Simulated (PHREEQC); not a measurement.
Make-up at 87 °C: 0.26 mol NaOH, 0.0042 mol CO2 and 5e-05 mol K2CO3 per kg of water. Closed to the air; pH follows from the charge balance.

All values are PHREEQC results (ion-association model, wateq4f.dat), not measurements.

This is a speciation only: nothing precipitates in the calculation.

Problem. Predict the pH, activity of water.

Solution. pH 11.70; activity of water 0.991.

Problem. In which forms is Na present?

Solution. Na+ 98 %, NaCO3- 1.5 % of the Na.

At this temperature some constants are extrapolated from 25 °C, and those without enthalpy data are left unchanged.
